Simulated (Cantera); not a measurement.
Feed: 1 mol CH2F2, 0.0068 mol CH4, 0.42 mol H2, equilibrated at 1798.15 K and 1330 Pa.

Method: chemical equilibrium by Gibbs-energy minimisation in Cantera with the NASA 1993 tables (ideal gas, pure condensed phases). Candidate condensed phases: C, C6H6, C7H8, C8H18; 95 gas species. Rates play no part.

Base state: HF 0.821, H2 0.177, H 0.00129, C2H2 (acetylene) 3.06e-5 (mole fractions); condensed: C(graphite).

Question: What changes in the equilibrium state with this change: CH2F2 replaced by C2F6?

Answer: 
| species | before | after |
|---|---|---|
| CF4 | <1e-9 | 0.584 |
| HF | 0.821 | 0.400 |
| CF2 | 1.26e-9 | 0.0114 |
| H2 | 0.177 | 4.64e-9 |
| CF3 | <1e-9 | 0.00125 |
| C2H2 (acetylene) | 3.06e-5 | <1e-9 |
| H | 0.00129 | 2.08e-7 |
| C(graphite), mol | 1.01 | 0.712 |
The feed counts by its element totals alone. Gases not in the tables: C2F6 and larger saturated fluorocarbons.
